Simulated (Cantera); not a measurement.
An isothermal, constant-pressure homogeneous reactor starts with C2H4 : H2 = 1 : 4.9 (molar parts), at 1723 K and 2670 Pa. Integrator tolerance rtol = 1e-08.

Cantera simulation using GRI-Mech 3.0 (53 species, 325 reactions); the numbers are that mechanism's predictions, not measurements. GRI-Mech 3.0 was tuned for natural gas; its chemistry of ethylene as a main component is partial and can be far from experiment. GRI-Mech 3.0 stops at C3 and has no aromatics, soot or wall deposition, so with more carbon than oxygen in the feed, carbon stays in small species such as C2H2 where larger ones or solid carbon would form. Radical loss at walls, strong at low pressure, is not modelled.

What does this change do: temperature 1723 to 1773 K?


```csv
quantity,before,after
x(C2H4) at 8.00 s,0.000133 (gas-phase equilibrium 0.000133),9.23e-5 (gas-phase equilibrium 9.23e-5)
x(H2) at 8.00 s,0.854 (gas-phase equilibrium 0.854),0.853 (gas-phase equilibrium 0.853)
x(H) at 8.00 s,0.00104 (gas-phase equilibrium 0.00104),0.00162 (gas-phase equilibrium 0.00162)
x(CH4) at 8.00 s,0.000583 (gas-phase equilibrium 0.000838),0.000497 (gas-phase equilibrium 0.000565)
x(CH3) at 8.00 s,1.44e-5 (gas-phase equilibrium 2.07e-5),1.91e-5 (gas-phase equilibrium 2.17e-5)
x(C2H6) at 8.00 s,4.11e-9 (gas-phase equilibrium 5.98e-9),2.68e-9 (gas-phase equilibrium 3.14e-9)
x(C2H2) at 8.00 s,0.145 (gas-phase equilibrium 0.144),0.145 (gas-phase equilibrium 0.145)
```

What does this change do: temperature 1723 to 1300 K?


```json
[
 {"quantity": "x(C2H4) at 8.00 s", "before": "0.000133 (gas-phase equilibrium 0.000133)", "after": "0.0103 (gas-phase equilibrium 0.00705)"},
 {"quantity": "x(H2) at 8.00 s", "before": "0.854 (gas-phase equilibrium 0.854)", "after": "0.852 (gas-phase equilibrium 0.811)"},
 {"quantity": "x(H) at 8.00 s", "before": "0.00104 (gas-phase equilibrium 0.00104)", "after": "1.10e-5 (gas-phase equilibrium 6.14e-6)"},
 {"quantity": "x(CH4) at 8.00 s", "before": "0.000583 (gas-phase equilibrium 0.000838)", "after": "0.00285 (gas-phase equilibrium 0.0675)"},
 {"quantity": "x(CH3) at 8.00 s", "before": "1.44e-5 (gas-phase equilibrium 2.07e-5)", "after": "7.27e-7 (gas-phase equilibrium 1.00e-5)"},
 {"quantity": "x(C2H6) at 8.00 s", "before": "4.11e-9 (gas-phase equilibrium 5.98e-9)", "after": "9.03e-6 (gas-phase equilibrium 7.66e-6)"},
 {"quantity": "x(C2H2) at 8.00 s", "before": "0.145 (gas-phase equilibrium 0.144)", "after": "0.135 (gas-phase equilibrium 0.115)"}
]
```
